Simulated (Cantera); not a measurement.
Standard-state values (1 bar) from the NASA 1993 polynomials, evaluated with Cantera. Values are per mole of reaction as written; species without (g) are pure solids or liquids, kept so even where they would boil at 1 bar.

**Question.** Between 375 and 550 K, where is each reaction favourable under standard conditions?
- 6 H₂(g) + P₄O₁₀ ⇌ 10 O(g) + 4 PH₃(g)
- P₄(g) + 6 H₂O₂(g) ⇌ 4 PH₃(g) + 6 O₂(g)
- 10 O₃(g) + 3 P₄(g) ⇌ 3 P₄O₁₀(g)

**Answer.** 
- 6 H₂(g) + P₄O₁₀ ⇌ 10 O(g) + 4 PH₃(g): ΔG° is 4984 kJ at 375 K and 4736 kJ at 550 K; it stays positive (K < 1). ΔH° is 5509 kJ and ΔS° 1406 J/K at 550 K.
- P₄(g) + 6 H₂O₂(g) ⇌ 4 PH₃(g) + 6 O₂(g): ΔG° is 636 kJ at 375 K and 569 kJ at 550 K; it stays positive (K < 1). ΔH° is 780 kJ and ΔS° 383 J/K at 550 K.
- 10 O₃(g) + 3 P₄(g) ⇌ 3 P₄O₁₀(g): ΔG° is -9550 kJ at 375 K and -9198 kJ at 550 K; it stays negative (K > 1). ΔH° is -10300 kJ and ΔS° -2003 J/K at 550 K.
